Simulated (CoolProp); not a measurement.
Vapour-liquid equilibrium of diethyl ether (1) + methanol (2) at 0.338 MPa; x and y are mole fractions of (1).

Values from CoolProp's multi-fluid Helmholtz-energy mixture model, Thol 2014 and de Reuck 1993; pair parameters Bell 2016.

Q: Give the bubble temperature and the first vapour's composition at x = 0.05, 0.45, 0.85. Is there an azeotrope?

A: x = 0.05: 366.8 K, y = 0.174; x = 0.45: 350.0 K, y = 0.654; x = 0.85: 346.1 K, y = 0.860. y crosses x between x = 0.85 and 0.95: the model has an azeotrope there.

Pair parameters are fitted to limited data, so mixtures are less certain than the pure fluids.
